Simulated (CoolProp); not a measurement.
Properties of diethyl ether along the isobar 1250 kPa.

Model: reference Helmholtz-energy equation of state, Thol 2014, in CoolProp.

```csv
T (°C),phase,cp (kJ/(kg K)),cv (kJ/(kg K))
64.05,liquid,2.477,1.860
85.15,liquid,2.574,1.911
106.25,liquid,2.692,1.969
127.35,liquid,2.855,2.036
148.35,gas,2.359,2.027
169.45,gas,2.308,2.049
190.55,gas,2.307,2.086
211.65,gas,2.329,2.131
232.65,gas,2.361,2.180
253.75,gas,2.400,2.230
274.85,gas,2.443,2.281
```
